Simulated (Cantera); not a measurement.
Mixture: CH4 : H2 : O2 : N2 = 1 : 1.4 : 6.59 : 24.8 (molar parts), at 12.0 bar, adiabatic and at constant pressure. Ignition delay is the time to a rise of 400 K.

Model: GRI-Mech 3.0 (53 species, 325 reactions), integrated in Cantera. The pressure lies above the range GRI-Mech 3.0 was tuned for (to about 10 atm).

| quantity | before | after |
|---|---|---|
| delay at 1150 K | 0.627 ms | 0.385 ms |
| delay at 1225 K | 0.152 ms | 0.145 ms |
| delay at 1300 K | 54.3 µs | 71.0 µs |
| delay at 1375 K | 25.8 µs | 40.2 µs |
| delay at 1450 K | 14.3 µs | 25.1 µs |
| delay at 1525 K | 8.83 µs | 16.9 µs |
| delay at 1600 K | 5.85 µs | 12.1 µs |
| apparent activation energy between 1450 and 1600 K | 120 kJ/mol | 94 kJ/mol |

Problem. Which change was made?
A) H2 1.4 to 2.1 parts
B) CH4 1 to 1.3 parts
C) constant volume in place of constant pressure
D) pressure from 12.0 bar to 4.30 bar

Solution. D, pressure from 12.0 bar to 4.30 bar
